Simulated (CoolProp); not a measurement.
Model: reference Helmholtz-energy equation of state, Akasaka 2015, in CoolProp.

Question: For R245fa, give the phase and the speed of sound (m/s), viscosity (µPa s) at 440 K and 1.66 MPa; 440 K and 3.32 MPa; 440 K and 5.81 MPa.

Answer: 
- 440 K and 1.66 MPa: gas; speed of sound 148, viscosity 18.0
- 440 K and 3.32 MPa: gas; speed of sound 116, viscosity 21.5
- 440 K and 5.81 MPa: supercritical; speed of sound 159, viscosity 80.8

Viscosity comes from a separate model (Bell 2016), an estimate that may be off by 10 % or more.
